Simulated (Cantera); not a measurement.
Input: 1 mol C₂H₅OH, 0.083 mol CO₂, 46 mol N₂, held at 823.15 K and 0.100 bar.

Method: chemical equilibrium by Gibbs-energy minimisation in Cantera with the NASA 1993 tables (ideal gas, pure condensed phases). Candidate condensed phases: C, C₆H₆, C₇H₈, C₈H₁₈, H₂O; 136 gas species. Equilibrium is a limit: real reactors are often held back by kinetics, nucleation or transport.

Base state: N₂ 0.920, H₂ 0.0580, CO 0.0186, CO₂ 0.00165, H₂O 0.00142, CH₄ 0.000313 (mole fractions); condensed: C(graphite).

Question: What changes in the equilibrium state with this change: temperature from 823.15 K to 1948.15 K?

Answer: 
```csv
species,before,after
N₂,0.920,0.915
H₂,0.0580,0.0579
CO,0.0186,0.0232
HCN,3.81e-8,0.00275
CO₂,0.00165,1.78e-9
H,<1e-9,0.000861
"C(graphite), mol",1.05,0.768
```

Question: What changes in the equilibrium state with this change: N₂ from 46 to 7.4 mol?

Answer: 
```csv
species,before,after
N₂,0.920,0.664
H₂,0.0580,0.241
CO,0.0186,0.0564
H₂O,0.00142,0.0179
CO₂,0.00165,0.0152
CH₄,0.000313,0.00539
NH₃,3.19e-6,2.29e-5
"C(graphite), mol",1.05,1.23
```
